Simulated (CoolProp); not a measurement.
R1234yf along the isotherm 396.4 K: fugacity coefficient from the reference equation and from simpler models built on Tc = 367.8 K, pc = 33.84 bar, ω = 0.276; each cubic takes its own stable root.

Computed with CoolProp (reference Helmholtz-energy equation of state, Lemmon 2022).

```json
[
 {"p (bar)": "4.23", "phase": "gas", "reference": "0.9664", "van der Waals": "0.9692", "Soave-Redlich-Kwong": "0.9674"},
 {"p (bar)": "8.46", "phase": "gas", "reference": "0.9333", "van der Waals": "0.9386", "Soave-Redlich-Kwong": "0.9353"},
 {"p (bar)": "12.7", "phase": "gas", "reference": "0.9006", "van der Waals": "0.9080", "Soave-Redlich-Kwong": "0.9036"},
 {"p (bar)": "16.9", "phase": "gas", "reference": "0.8686", "van der Waals": "0.8777", "Soave-Redlich-Kwong": "0.8727"},
 {"p (bar)": "21.2", "phase": "gas", "reference": "0.8363", "van der Waals": "0.8468", "Soave-Redlich-Kwong": "0.8414"},
 {"p (bar)": "25.4", "phase": "gas", "reference": "0.8051", "van der Waals": "0.8165", "Soave-Redlich-Kwong": "0.8112"},
 {"p (bar)": "29.6", "phase": "gas", "reference": "0.7742", "van der Waals": "0.7859", "Soave-Redlich-Kwong": "0.7814"},
 {"p (bar)": "33.8", "phase": "gas", "reference": "0.7437", "van der Waals": "0.7549", "Soave-Redlich-Kwong": "0.7518"},
 {"p (bar)": "38.1", "phase": "supercritical", "reference": "0.7125", "van der Waals": "0.7222", "Soave-Redlich-Kwong": "0.7218"},
 {"p (bar)": "42.3", "phase": "supercritical", "reference": "0.6823", "van der Waals": "0.6890", "Soave-Redlich-Kwong": "0.6926"},
 {"p (bar)": "46.5", "phase": "supercritical", "reference": "0.6520", "van der Waals": "0.6546", "Soave-Redlich-Kwong": "0.6638"},
 {"p (bar)": "50.8", "phase": "supercritical", "reference": "0.6214", "van der Waals": "0.6215", "Soave-Redlich-Kwong": "0.6350"}
]
```
